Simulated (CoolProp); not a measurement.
A single-stage vapour-compression cycle with CH2F2 (R32): evaporating at 260.15 K (dew point), condensing at 288.15 K (bubble point), superheat 8 K, subcooling 0 K, compressor efficiency 0.85, no pressure losses. Each further row changes one setting.

Model: reference Helmholtz-energy equation of state, Tillner-Roth 1997, in CoolProp.

```json
[
 {"case": "as stated", "cooling COP": "?", "pressure ratio": "2.44", "discharge temperature (K)": "327.7", "refrigerating effect (kJ/kg)": "294", "volumetric capacity (kJ/m³)": "4010"},
 {"case": "evaporating temperature 265.15 K", "cooling COP": "8.50", "pressure ratio": "2.05", "discharge temperature (K)": "321.1", "refrigerating effect (kJ/kg)": "?", "volumetric capacity (kJ/m³)": "?"},
 {"case": "condensing temperature 283.15 K", "cooling COP": "8.39", "pressure ratio": "?", "discharge temperature (K)": "?", "refrigerating effect (kJ/kg)": "303", "volumetric capacity (kJ/m³)": "4140"},
 {"case": "subcooling 5 K", "cooling COP": "6.93", "pressure ratio": "2.44", "discharge temperature (K)": "327.7", "refrigerating effect (kJ/kg)": "303", "volumetric capacity (kJ/m³)": "4140"},
 {"case": "superheat 18 K", "cooling COP": "6.60", "pressure ratio": "2.44", "discharge temperature (K)": "339.3", "refrigerating effect (kJ/kg)": "?", "volumetric capacity (kJ/m³)": "?"},
 {"case": "compressor efficiency 0.75", "cooling COP": "5.93", "pressure ratio": "2.44", "discharge temperature (K)": "?", "refrigerating effect (kJ/kg)": "294", "volumetric capacity (kJ/m³)": "4010"}
]
```

### Question
Fill in the missing entries.

### Answer

- as stated, cooling COP: 6.72
- evaporating temperature 265.15 K, refrigerating effect (kJ/kg): 296
- evaporating temperature 265.15 K, volumetric capacity (kJ/m³): 4780
- condensing temperature 283.15 K, pressure ratio: 2.11
- condensing temperature 283.15 K, discharge temperature (K): 317.4
- superheat 18 K, refrigerating effect (kJ/kg): 304
- superheat 18 K, volumetric capacity (kJ/m³): 3940
- compressor efficiency 0.75, discharge temperature (K): 333.0
